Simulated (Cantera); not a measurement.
Mixture: CH3OH : O2 : N2 = 1 : 1.15 : 4.34 (molar parts), at 1.70 bar, adiabatic and at constant pressure. Ignition delay is the time to a rise of 400 K.

Cantera simulation using GRI-Mech 3.0 (53 species, 325 reactions); the numbers are that mechanism's predictions, not measurements. GRI-Mech 3.0 was tuned for natural gas; its chemistry of methanol as a main component is partial and can be far from experiment.

Question: Predict: delay at 1300 K; delay at 1375 K; delay at 1450 K; delay at 1525 K; delay at 1600 K; delay at 1675 K; apparent activation energy between 1525 and 1675 K.

Answer: 
```
Property                                                 Value
--------------------------------------------------  ----------
delay at 1300 K                                        1.25 ms
delay at 1375 K                                       0.477 ms
delay at 1450 K                                       0.207 ms
delay at 1525 K                                       0.100 ms
delay at 1600 K                                        53.3 µs
delay at 1675 K                                        30.6 µs
apparent activation energy between 1525 and 1675 K  170 kJ/mol
```
